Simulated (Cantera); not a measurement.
A freely propagating, adiabatic, planar premixed flame of CH₄ : H₂ : O₂ : N₂ = 1 : 0.06 : 2.16 : 8.64 (molar parts), equivalence ratio 0.94, unburnt at 550 K and 0.109 atm; mixture-averaged transport, grid criteria slope 0.08 and curve 0.16, no radiation.

Model: GRI-Mech 3.0 (53 species, 325 reactions), integrated in Cantera. Burning velocities carry a grid error of a few per cent, more on coarse grids.

**Question.** Predict: laminar burning velocity; thermal thickness; peak x(H); peak x(CH₂).

**Answer.** 
```json
{
 "laminar_burning_velocity": "154 cm/s",
 "thermal_thickness": "2.54 mm",
 "peak x(H)": "0.0156",
 "peak x(CH₂)": "4.86e-5"
}
```
